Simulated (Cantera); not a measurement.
A perfectly stirred reactor is fed with CH₄ : H₂ : O₂ : N₂ = 1 : 0.18 : 3.87 : 14.6 (molar parts), at 100000 Pa; it is adiabatic with a 475 K inlet, and is followed from long to short residence time, starting on the burning branch (τ in s: 0.12, 0.052, 0.023, 0.01, 0.0046, 0.002, 0.0009, 0.0004, 0.00018, 7.8e-05, 3.5e-05, 1.5e-05, 6.8e-06).

Cantera simulation using GRI-Mech 3.0 (53 species, 325 reactions); the numbers are that mechanism's predictions, not measurements.

Question: What does this change do: N2 14.6 to 12 parts?

Answer: 
```tsv
quantity	before	after
blow-out, bracketed by the residence times tried	burning at 0.400 ms, out at 0.180 ms	burning at 0.180 ms, out at 78.0 µs
x(CH₄) at τ = 0.120 s	1.13e-5	7.08e-6
x(H₂) at τ = 0.120 s	7.03e-5	9.55e-5
x(O₂) at τ = 0.120 s	0.0909	0.105
x(CH₂O) at τ = 0.120 s	1.08e-6	7.80e-7
x(CH₂) at τ = 0.120 s	2.71e-8	2.68e-8
x(CH₄) at τ = 0.900 ms	0.000299	0.000184
x(H₂) at τ = 0.900 ms	0.00144	0.00168
x(O₂) at τ = 0.900 ms	0.0936	0.106
x(CH₂O) at τ = 0.900 ms	3.24e-5	2.39e-5
x(CH₂) at τ = 0.900 ms	1.14e-6	1.16e-6
```

Question: What does this change do: pressure from 100000 Pa to 900000 Pa?

Answer: 
| quantity | before | after |
|---|---|---|
| blow-out, bracketed by the residence times tried | burning at 0.400 ms, out at 0.180 ms | burning at 0.400 ms, out at 0.180 ms |
| x(CH₄) at τ = 0.120 s | 1.13e-5 | 5.95e-6 |
| x(H₂) at τ = 0.120 s | 7.03e-5 | 7.81e-6 |
| x(O₂) at τ = 0.120 s | 0.0909 | 0.0910 |
| x(CH₂O) at τ = 0.120 s | 1.08e-6 | 5.63e-7 |
| x(CH₂) at τ = 0.120 s | 2.71e-8 | 3.20e-9 |
| x(CH₄) at τ = 0.900 ms | 0.000299 | 0.000266 |
| x(H₂) at τ = 0.900 ms | 0.00144 | 0.000264 |
| x(O₂) at τ = 0.900 ms | 0.0936 | 0.0931 |
| x(CH₂O) at τ = 0.900 ms | 3.24e-5 | 2.92e-5 |
| x(CH₂) at τ = 0.900 ms | 1.14e-6 | 3.02e-7 |
